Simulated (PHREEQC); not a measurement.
0.03 g of hydrous ferric oxide (600 m²/g; 0.2 weak and 0.005 strong sites per Fe, Dzombak-Morel constants, diffuse double layer) in 1 kg of water with 0.001 mol/kgw of an inert sodium salt and 6e-05 mol NiCl2 and 3.9e-06 mol Na2SO4, at 25 °C; the pH is set by adding NaOH or the inert anion's acid. Oxygen alone is held at its pressure in air (log pO2 = -0.68). The system is closed to CO2. Nothing may precipitate in this run.

Base run: PHREEQC, ion-association model, wateq4f.dat. Each further column changes one thing. The table gives Ni sorbed (%).

```tsv
pH	base	no electrostatic term (-no_edl)	background salt from 0.001 to 0.0001 mol/kgw	oxide from 0.03 to 0.15 g/kgw	0.00028 mol/kgw H3BO3 added
4	0.0	0.0	0.0	0.0	0.0
5	0.1	0.2	0.0	0.2	0.1
6.5	3.7	9.6	3.7	17.0	3.7
7.5	24.3	62.9	24.5	76.1	24.3
8.5	50.3	89.9	50.1	99.5	50.3
9.5	56.7	___	56.5	100.0	56.8
11	55.5	___	55.7	100.0	55.5
12	45.2	___	45.5	___	45.1
```

Question: What belongs in the gaps?

Answer: 
- 9.5, no electrostatic term (-no_edl): 92.0
- 11, no electrostatic term (-no_edl): 10.1
- 12, no electrostatic term (-no_edl): 0.3
- 12, oxide from 0.03 to 0.15 g/kgw: 99.3

In at least one series the solution becomes supersaturated in solids that the run did not let form, among them Ni(OH)2.
